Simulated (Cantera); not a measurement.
**Adiabatic ignition**

An adiabatic, constant-pressure homogeneous reactor starts with CO : H2 : O2 : N2 = 1 : 0.53 : 1.47 : 5.53 (molar parts), equivalence ratio 0.52, at 1175 K and 1.30 bar.

Detailed kinetics in Cantera: GRI-Mech 3.0 (53 species, 325 reactions).

```csv
t (s),T (K),x CO,x H2,x O2,x CO2,x NO,x N2O
3.00e-6,1175,0.117,0.0621,0.172,3.08e-9,<1e-12,<1e-12
1.30e-5,1175,0.117,0.0621,0.172,4.58e-8,<1e-12,<1e-12
5.63e-5,1229,0.114,0.0458,0.162,0.00327,5.51e-8,7.13e-9
0.000244,2222,0.0229,0.00226,0.0951,0.103,8.76e-5,5.35e-7
0.00106,2404,0.00859,0.000764,0.0916,0.119,0.000449,6.50e-7
0.00458,2409,0.00787,0.000703,0.0908,0.120,0.00174,6.43e-7
0.0199,2403,0.00768,0.000688,0.0887,0.120,0.00600,6.52e-7
0.0860,2395,0.00745,0.000671,0.0861,0.120,0.0111,6.82e-7
0.373,2394,0.00744,0.000670,0.0859,0.120,0.0115,6.85e-7
1.62,2394,0.00744,0.000670,0.0859,0.120,0.0115,6.85e-7
7.00,2394,0.00744,0.000670,0.0859,0.120,0.0115,6.85e-7
```
x: mole fraction; the columns are a selection and need not sum to one.

| Property | Value |
|---|---|
| time of steepest temperature rise | 63.1 µs |
| temperature at 7.00 s | 2394 K |
| equilibrium temperature | 2394 K |
| x(CO) at 7.00 s | 0.00744 (gas-phase equilibrium 0.00744) |
| x(H2) at 7.00 s | 0.000670 (gas-phase equilibrium 0.000670) |
| x(O2) at 7.00 s | 0.0859 (gas-phase equilibrium 0.0859) |
